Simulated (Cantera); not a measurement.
An adiabatic, constant-pressure homogeneous reactor starts with 13.6 % CO, 12.5 % H₂, 15.5 % O₂, 58.4 % N₂, equivalence ratio 0.84, at 1500 K and 4.05 atm.

Computed with Cantera and GRI-Mech 3.0 (53 species, 325 reactions). The hydrogen kinetics of GRI-Mech 3.0 are dated; newer H2 mechanisms differ, most at raised pressure.

Question: Predict: time of steepest temperature rise; temperature at 0.400 s; equilibrium temperature; x(CO) at 0.400 s; x(H₂) at 0.400 s; x(O₂) at 0.400 s; x(H) at 0.400 s; x(HO₂) at 0.400 s; x(N₂O) at 0.400 s.

Answer: 
```json
{
 "time_of_steepest_temperature_rise": "4.21 µs",
 "temperature at 0.400 s": "2841 K",
 "equilibrium_temperature": "2841 K",
 "x(CO) at 0.400 s": "0.0465 (gas-phase equilibrium 0.0465)",
 "x(H₂) at 0.400 s": "0.00758 (gas-phase equilibrium 0.00758)",
 "x(O₂) at 0.400 s": "0.0396 (gas-phase equilibrium 0.0396)",
 "x(H) at 0.400 s": "0.00408 (gas-phase equilibrium 0.00408)",
 "x(HO₂) at 0.400 s": "1.39e-5 (gas-phase equilibrium 1.39e-5)",
 "x(N₂O) at 0.400 s": "1.56e-6 (gas-phase equilibrium 1.56e-6)"
}
```
